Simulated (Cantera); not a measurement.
A closed system holds: 1 mol SiH₂Cl₂, 0.2 mol N₂O, 44 mol N₂, at 14.0 mbar.

Method: chemical equilibrium by Gibbs-energy minimisation in Cantera with the NASA 1993 tables (ideal gas, pure condensed phases). Candidate condensed phases: H₂O, NH₄Cl, Si, SiO₂, Si₂N₂O, Si₃N₄; 47 gas species. Mutual solubility and eutectic melting of coexisting phases are not modelled. The tables' values for SiCl₃ are old estimates; treat these amounts as uncertain. Kinetics and transport are ignored. All values below are at 1250 K.

Base state: N₂ 0.958, HCl 0.0343, H₂ 0.00480, SiCl₄ 0.00205, SiCl₃ 0.000280, SiCl₂ 0.000275, SiHCl₃ 1.02e-5 (mole fractions); condensed: Si₂N₂O(s) + Si₃N₄(s).

Task: What changes in the equilibrium state with this change: pressure from 14.0 mbar to 0.100 bar?

Result: 
| species | before | after |
|---|---|---|
| N₂ | 0.958 | 0.959 |
| HCl | 0.0343 | 0.0329 |
| H₂ | 0.00480 | 0.00547 |
| SiCl₄ | 0.00205 | 0.00259 |
| SiCl₂ | 0.000275 | 6.00e-5 |
| SiCl₃ | 0.000280 | 0.000147 |
| SiHCl₃ | 1.02e-5 | 1.53e-5 |
| Si₂N₂O(s), mol | 0.200 | 0.200 |
| Si₃N₄(s), mol | 0.160 | 0.157 |

Task: What changes in the equilibrium state with this change: N₂O from 0.2 to 0.67 mol?

Result: 
```json
[
 {"species": "N₂", "before": "0.958", "after": "0.957"},
 {"species": "HCl", "before": "0.0343", "after": "0.0414"},
 {"species": "H₂", "before": "0.00480", "after": "0.000955"},
 {"species": "SiCl₄", "before": "0.00205", "after": "0.000455"},
 {"species": "SiCl₂", "before": "0.000275", "after": "8.35e-6"},
 {"species": "SiHCl₃", "before": "1.02e-5", "after": "3.74e-7"},
 {"species": "SiCl₃", "before": "0.000280", "after": "2.30e-5"},
 {"species": "Si₂N₂O(s), mol", "before": "0.200", "after": "0.428"},
 {"species": "Si₃N₄(s), mol", "before": "0.160", "after": "0"},
 {"species": "SiO₂(β-quartz), mol", "before": "0", "after": "0.121"}
]
```
The tables hold silica as quartz up to 1696 K and as liquid above; real silica turns to tridymite and cristobalite and melts near 1996 K.
